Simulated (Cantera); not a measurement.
# Diamond growth

A diamond (100) surface in a fixed gas of H2 with x(CH4) = 0.028, x(H) = 0.00031, x(CH3) = 0.00016, 12.0 Torr; coverages are run to steady state.

Model: the Harris–Goodwin 1993 mechanism for the reconstructed diamond (100) surface, integrated in Cantera.

```csv
T (K),growth (µm/h),θ c6HH,θ c6H*,θ c6*H,θ c6**,θ c6HM
925,0.500,0.494,0.00882,0.227,0.00316,0.209
1000,0.381,0.546,0.0159,0.326,0.00622,0.0767
1075,0.161,0.547,0.0236,0.397,0.00951,0.0142
1150,0.0961,0.522,0.0303,0.429,0.0119,0.00226
1225,0.0830,0.508,0.0360,0.440,0.0134,0.000383
1300,0.0477,0.509,0.0407,0.435,0.0139,6.98e-5
1375,0.0143,0.521,0.0443,0.421,0.0135,1.50e-5
```
θ: site fractions in the mechanism's names (c6HH fully hydrogenated, c6H* and c6*H radical sites, c6** diradical, c6HM methylated).
